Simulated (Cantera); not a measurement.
Input: 1 mol V2O3, 0.8 mol H2, 50 mol N2, equilibrated at 600 Torr.

Equilibrium computed with Cantera from the NASA thermochemical tables; the gas is ideal and each condensed phase is pure. Candidate condensed phases: H2O, V, VN, VO, V2O3, V2O4, V2O5; 28 gas species. Mutual solubility and eutectic melting of coexisting phases are not modelled. VO: taken at fixed stoichiometry. Condensed phases not in the tables: the oxides between V2O3 and V2O5 other than VO2. The numbers say what is thermodynamically allowed, not how fast it happens.

log p: log10 of the partial pressure in bar; n: condensed amount in mol.

```tsv
T (K)	log p N2	log p H2	log p H2O	log p H	log p VO2	log p VO	n VO(s)	n V2O3(s)	n VO(l)
1848	-0.10	-1.91	-3.66	[?]	-5.99	-6.82	0.0275	0.986	0
1898	-0.10	-1.91	-3.59	[?]	-5.60	-6.44	0.0328	0.983	0
1948	-0.10	-1.91	-3.52	[?]	-5.24	-6.07	0.0388	0.980	0
1998	-0.10	-1.92	-3.45	[?]	-4.89	-5.73	0.0457	0.977	0
2048	-0.10	-1.92	-3.39	[?]	-4.57	-5.40	0.0535	0.972	0
2098	-0.10	-1.92	-3.29	[?]	-4.24	-5.11	0	0.963	0.0693
2148	-0.10	-1.93	-3.17	[?]	-3.91	-4.85	0	0.949	0.0930
2198	-0.10	-1.94	-3.07	[?]	-3.60	-4.59	0	0.929	0.125
2248	-0.10	-1.95	-2.97	[?]	-3.31	-4.35	0	0.899	0.167
```

### Question
What belongs in the gaps?

### Answer

- 1848, log p H: -4.23
- 1898, log p H: -4.06
- 1948, log p H: -3.90
- 1998, log p H: -3.75
- 2048, log p H: -3.61
- 2098, log p H: -3.47
- 2148, log p H: -3.35
- 2198, log p H: -3.23
- 2248, log p H: -3.11
